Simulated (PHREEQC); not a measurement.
A column of 0.2 m (40 cells, dispersivity 0.007 m, 300 s a shift, diffusion coefficient 3e-10 m²/s) holds 0.41 eq of the database's cation exchanger X per kg of pore water, first in equilibrium with 6.1 mmol/kgw NH4Cl, 19 mmol/kgw (NH4)2SO4 and 0.01 mmol/kgw HCl. It is flushed with 97 mmol/kgw CaCl2 and 0.01 mmol/kgw HCl, at 25 °C. Values are for the last cell. CO2 from the air is kept out. Precipitation was switched off in this run.

Model: ion-association model, phreeqc.dat, run in PHREEQC.

```csv
pore volumes,Ca in solution (mol/kgw),S in solution (mol/kgw),NH4 in solution (mol/kgw),Cl in solution (mol/kgw)
0,0,0.0190,0.0441,0.00611
0.2375,0,0.0190,0.0441,0.00611
0.6875,0,0.0172,0.0585,[?]
0.9125,4.62e-12,0.0111,0.106,0.0840
1.363,6.23e-5,0.00181,0.180,0.176
1.587,0.000730,0.000545,[?],0.189
2.038,0.00797,3.71e-5,0.178,0.194
2.263,0.0155,[?],0.163,0.194
2.712,0.0357,4.52e-7,0.123,0.194
2.938,0.0464,9.87e-8,0.101,0.194
3.388,0.0653,4.50e-9,0.0635,0.194
3.612,0.0727,9.47e-10,[?],0.194
4.062,0.0835,4.10e-11,0.0269,0.194
4.287,0.0872,8.47e-12,0.0196,0.194
4.737,0.0920,3.57e-13,0.0101,0.194
4.963,0.0934,7.30e-14,0.00711,0.194
5.412,0.0953,0,0.00346,0.194
5.638,0.0958,0,0.00239,0.194
6.088,0.0964,0,0.00112,0.194
6.312,0.0966,0,0.000765,0.194
6.763,0.0968,0,0.000351,0.194
6.987,0.0969,0,0.000236,0.194
```

What belongs in the gaps?


- 0.6875, Cl in solution (mol/kgw): 0.0242
- 1.587, NH4 in solution (mol/kgw): 0.188
- 2.263, S in solution (mol/kgw): 8.83e-6
- 3.612, NH4 in solution (mol/kgw): 0.0486
